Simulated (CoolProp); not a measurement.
Computed with CoolProp (reference Helmholtz-energy equation of state, Lemmon 2006). It is a short technical equation, of lower accuracy than the large ones.

Question: For carbon monoxide, give the phase and the speed of sound (m/s) at 264.1 K and 1.01 bar.

Answer: 
- 264.1 K and 1.01 bar: gas; speed of sound 331
